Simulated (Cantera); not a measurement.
A closed system holds: 1 mol NF₃, 0.12 mol O₂, 1.1 mol H₂, at 1523.15 K and 55.0 Pa.

Method: chemical equilibrium by Gibbs-energy minimisation in Cantera with the NASA 1993 tables (ideal gas, pure condensed phases). Candidate condensed phases: H₂O; 40 gas species. The numbers say what is thermodynamically allowed, not how fast it happens.

Base state: HF 0.608, F 0.221, N₂ 0.138, O₂ 0.0330, NO 0.000227, O 4.28e-5 (mole fractions); condensed: gas only.

Problem. What changes in the equilibrium state with this change: temperature from 1523.15 K to 2100 K?

Solution. 
| species | before | after |
|---|---|---|
| HF | 0.608 | 0.605 |
| F | 0.221 | 0.220 |
| N₂ | 0.138 | 0.137 |
| O | 4.28e-5 | 0.00980 |
| O₂ | 0.0330 | 0.0273 |
| H | <1e-9 | 2.94e-5 |
| OH | 4.44e-9 | 2.29e-5 |
| NO | 0.000227 | 0.00150 |

Problem. What changes in the equilibrium state with this change: NF₃ replaced by H₂S?

Solution. 
```csv
species,before,after
H₂,<1e-9,0.699
S₂,0,0.178
H₂O,<1e-9,0.0904
HF,0.608,0
F,0.221,0
N₂,0.138,0
O₂,0.0330,<1e-9
H₂S,0,0.0225
SH,0,0.00626
SO,0,0.00117
S,0,0.000954
H,<1e-9,0.000825
SO₂,0,0.000765
```
Further candidate phases: H₂SO₄, S.
